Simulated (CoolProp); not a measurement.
A single-stage vapour-compression cycle with propyne: evaporating at 329.15 K (dew point), condensing at 363.15 K (bubble point), superheat 5 K, subcooling 0 K, compressor efficiency 0.6, no pressure losses. Each further row changes one setting.

Values from CoolProp's reference Helmholtz-energy equation of state, Polt 1992. This equation is an older, rougher fit; its heat capacities, sound speeds and derivatives of the liquid may be far off and weren't checked against measurements.

```csv
case,cooling COP,pressure ratio,discharge temperature (K),refrigerating effect (kJ/kg),volumetric capacity (kJ/m³)
as stated,4.55,2.10,387.6,322,7440
evaporating temperature 334.15 K,5.52,1.86,384.4,326,8490
condensing temperature 358.15 K,5.54,1.89,380.2,339,7820
subcooling 5 K,4.80,2.10,387.6,340,7830
superheat 15 K,4.57,2.10,398.3,344,7490
compressor efficiency 0.5,3.79,2.10,393.5,322,7440
```
